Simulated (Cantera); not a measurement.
Feed: 1 mol CaCl₂, 0.088 mol O₂, 17 mol H₂, equilibrated at 975 °C and 135 Torr.

Method: chemical equilibrium by Gibbs-energy minimisation in Cantera with the NASA 1993 tables (ideal gas, pure condensed phases). Candidate condensed phases: Ca, CaCl₂, CaO, Ca(OH)₂, H₂O; 21 gas species. Mutual solubility and eutectic melting of coexisting phases are not modelled. Condensed phases not in the tables: oxide chlorides. The numbers say what is thermodynamically allowed, not how fast it happens.

Base state: H₂ 0.987, H₂O 0.00812, HCl 0.00441, CaCl₂ 0.000112 (mole fractions); condensed: CaCl₂(l) + CaO(s).

Problem. What changes in the equilibrium state with this change: pressure from 135 Torr to 75.0 Torr?

Solution. 
| species | before | after |
|---|---|---|
| H₂ | 0.987 | 0.987 |
| H₂O | 0.00812 | 0.00748 |
| HCl | 0.00441 | 0.00568 |
| CaCl₂ | 0.000112 | 0.000202 |
| CaCl₂(l), mol | 0.961 | 0.948 |
| CaO(s), mol | 0.0376 | 0.0484 |
